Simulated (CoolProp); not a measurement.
Vapour-liquid equilibrium of sulfur hexafluoride (1) + CH2F2 (R32) (2) at 252.5 K; x and y are mole fractions of (1).

Computed with CoolProp (multi-fluid Helmholtz-energy mixture model, Guder 2009 and Tillner-Roth 1997; pair parameters Bell 2016).

Question: Give the bubble pressure and the first vapour's composition at x = 0.15, 0.25, 0.65. Is there an azeotrope?

Answer: x = 0.15: 0.7940 MPa, y = 0.517; x = 0.25: 0.8664 MPa, y = 0.569; x = 0.65: 0.9050 MPa, y = 0.627. y crosses x between x = 0.55 and 0.65: the model has an azeotrope there.

The pair parameters rest on a limited set of measurements; away from them the model extrapolates. With so large a gap from Raoult's law the liquid may split in two, which this calculation doesn't test in full.
